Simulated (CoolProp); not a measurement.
Vapour-liquid equilibrium of carbon dioxide (1) + C2F6 (R116) (2) at -33.05 °C; x and y are mole fractions of (1).

Values from CoolProp's multi-fluid Helmholtz-energy mixture model, Span 1996 and Lemmon 2006; pair parameters Bell 2016.

```json
[
 {"x": "0.05", "bubble pressure, mixture model (kPa)": "?", "bubble pressure, Raoult's law (kPa)": "718.7", "y, mixture model": "?", "y, Raoult's law": "0.090"},
 {"x": "0.125", "bubble pressure, mixture model (kPa)": "911.5", "bubble pressure, Raoult's law (kPa)": "763.6", "y, mixture model": "0.297", "y, Raoult's law": "0.211"},
 {"x": "0.2", "bubble pressure, mixture model (kPa)": "1037", "bubble pressure, Raoult's law (kPa)": "808.4", "y, mixture model": "0.414", "y, Raoult's law": "0.318"},
 {"x": "0.275", "bubble pressure, mixture model (kPa)": "1147", "bubble pressure, Raoult's law (kPa)": "853.3", "y, mixture model": "0.501", "y, Raoult's law": "0.415"},
 {"x": "0.35", "bubble pressure, mixture model (kPa)": "1237", "bubble pressure, Raoult's law (kPa)": "898.2", "y, mixture model": "0.566", "y, Raoult's law": "0.501"},
 {"x": "0.425", "bubble pressure, mixture model (kPa)": "?", "bubble pressure, Raoult's law (kPa)": "943.0", "y, mixture model": "0.615", "y, Raoult's law": "0.580"},
 {"x": "0.5", "bubble pressure, mixture model (kPa)": "1359", "bubble pressure, Raoult's law (kPa)": "987.9", "y, mixture model": "0.655", "y, Raoult's law": "0.651"},
 {"x": "0.575", "bubble pressure, mixture model (kPa)": "1395", "bubble pressure, Raoult's law (kPa)": "1033", "y, mixture model": "0.688", "y, Raoult's law": "0.717"},
 {"x": "0.65", "bubble pressure, mixture model (kPa)": "1419", "bubble pressure, Raoult's law (kPa)": "1078", "y, mixture model": "?", "y, Raoult's law": "0.776"},
 {"x": "0.725", "bubble pressure, mixture model (kPa)": "1432", "bubble pressure, Raoult's law (kPa)": "1122", "y, mixture model": "0.749", "y, Raoult's law": "0.831"},
 {"x": "0.8", "bubble pressure, mixture model (kPa)": "1433", "bubble pressure, Raoult's law (kPa)": "1167", "y, mixture model": "0.784", "y, Raoult's law": "0.882"},
 {"x": "0.875", "bubble pressure, mixture model (kPa)": "1415", "bubble pressure, Raoult's law (kPa)": "1212", "y, mixture model": "?", "y, Raoult's law": "0.929"},
 {"x": "0.95", "bubble pressure, mixture model (kPa)": "1361", "bubble pressure, Raoult's law (kPa)": "1257", "y, mixture model": "0.912", "y, Raoult's law": "0.973"}
]
```

Question: Some entries are withheld; supply them.

Answer: 
- 0.05, bubble pressure, mixture model (kPa): 777.7
- 0.05, y, mixture model: 0.137
- 0.425, bubble pressure, mixture model (kPa): 1307
- 0.65, y, mixture model: 0.719
- 0.875, y, mixture model: 0.833

The largest gap from Raoult's law is +38.6 % in bubble pressure, at x = 0.425. y crosses x between x = 0.725 and 0.8: the model has an azeotrope there.

Pair parameters are fitted to limited data, so mixtures are less certain than the pure fluids.
